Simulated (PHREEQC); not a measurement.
Alkaline etch or developer

Dissolve 20 mmol/kgw NaOH and 0.048 mmol/kgw K3PO4 at 24 °C. Closed to the air; pH follows from the charge balance.

Equilibrium calculation in PHREEQC: ion-association model, phreeqc.dat.

This is a speciation only: nothing precipitates in the calculation.

Task: Estimate the pH.

Result: pH 12.27.

Task: In which forms is P present?

Result: PO4-3 62 %, HPO4-2 37 %, NaHPO4- 0.8 % of the P.
